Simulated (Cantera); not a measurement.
An isothermal, constant-pressure homogeneous reactor starts with H2 : O2 = 0.0065 : 1 (molar parts), equivalence ratio 0.0032, at 1375 K and 10.00 Torr.

Model: the H2/O2 subset of GRI-Mech 3.0, which has no nitrogen chemistry, integrated in Cantera. Radical loss at walls, strong at low pressure, is not modelled.

One state of this run: x H2 = 1.59e-5; x O2 = 0.988; x HO2 = 2.84e-7; x OH = 0.000797; x H2O = 0.00599; x H = 0.000117; x O = 0.00544. x: mole fraction; the columns are a selection and need not sum to one.

Question: Which value of t (s) does it belong to?
A. 0.000200
B. 5.00
C. 0.0467
D. 0.483

Answer: C, 0.0467
